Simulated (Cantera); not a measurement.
What does this Cantera script print?

```python
import numpy as np
import cantera as ct

gas = ct.Solution("gri30.yaml")
gas.TPX = 325, 11000, {'C2H4': 1, 'O2': 4.23, 'N2': 19.4, 'CO2': 7.1}
flame = ct.FreeFlame(gas, width=0.19)
flame.set_refine_criteria(ratio=3, slope=0.08, curve=0.16)
flame.transport_model = "mixture-averaged"
flame.solve(loglevel=0, auto=True)
z, T = flame.grid, flame.T
thick = (T[-1] - T[0]) / np.gradient(T, z).max()
show = ['C2H4', 'O2', 'CO2', 'C2H6', 'HCO', 'H2O2']
print(f"laminar burning velocity  {flame.velocity[0] * 100:.3f} cm/s")
print(f"burnt temperature         {T[-1]:.1f} K")
print(f"thermal thickness         {thick * 1e3:.4f} mm")
print(f"grid points               {len(z)}")
z0 = z[flame.heat_release_rate.argmax()]
print(f"{'z/mm':>9s}{'T/K':>9s}{'u/(m/s)':>9s}" + "".join(f"{s:>11s}" for s in show))
rows = []
for k in (-3, -2, -1.5, -1, -0.5, -0.25, 0, 0.25, 0.5, 1, 2, 4, 8):
    zz = z0 + k * thick
    rows.append([k * thick, np.interp(zz, z, T), np.interp(zz, z, flame.velocity),
                 *(np.interp(zz, z, flame.X[gas.species_index(s)]) for s in show)])
    print(f"{rows[-1][0] * 1e3:9.3f}{rows[-1][1]:9.1f}{rows[-1][2]:9.3f}" + "".join(f"{x:11.3e}" for x in rows[-1][3:]))
```

Output:

```
laminar burning velocity  16.198 cm/s
burnt temperature         1423.2 K
thermal thickness         6.6257 mm
grid points               134
     z/mm      T/K  u/(m/s)       C2H4         O2        CO2       C2H6        HCO       H2O2
  -19.877    325.2    0.162  3.151e-02  1.333e-01  2.237e-01  2.204e-09  1.079e-18  1.119e-07
  -13.251    326.7    0.163  3.148e-02  1.331e-01  2.236e-01  3.309e-08  7.042e-17  1.042e-06
   -9.939    334.4    0.167  3.135e-02  1.324e-01  2.235e-01  2.821e-07  2.128e-15  5.492e-06
   -6.626    380.7    0.190  3.036e-02  1.284e-01  2.235e-01  2.781e-06  4.749e-13  3.095e-05
   -3.313    631.2    0.318  2.259e-02  1.075e-01  2.266e-01  2.826e-05  4.251e-08  1.135e-04
   -1.656    887.7    0.450  1.239e-02  8.524e-02  2.333e-01  5.922e-05  1.974e-06  8.157e-05
    0.000   1118.5    0.568  2.668e-03  6.335e-02  2.442e-01  1.626e-05  7.146e-06  1.341e-05
    1.656   1209.6    0.613  8.934e-05  5.260e-02  2.548e-01  1.787e-07  1.543e-06  5.800e-07
    3.313   1242.1    0.628  8.406e-07  4.849e-02  2.621e-01  4.071e-10  4.601e-08  3.051e-07
    6.626   1284.8    0.647  2.519e-10  4.504e-02  2.701e-01  2.242e-14  3.314e-09  2.826e-07
   13.251   1332.9    0.669  2.779e-16  4.255e-02  2.760e-01  5.032e-21  1.224e-09  2.132e-07
   26.503   1373.6    0.687  1.271e-23  4.076e-02  2.801e-01  7.340e-29  3.194e-10  1.316e-07
   53.006   1401.3    0.700  9.437e-31  3.948e-02  2.833e-01  5.813e-33  5.188e-11  7.290e-08
```

Model: GRI-Mech 3.0 (53 species, 325 reactions), integrated in Cantera. Burning velocities carry a grid error of a few per cent, more on coarse grids.
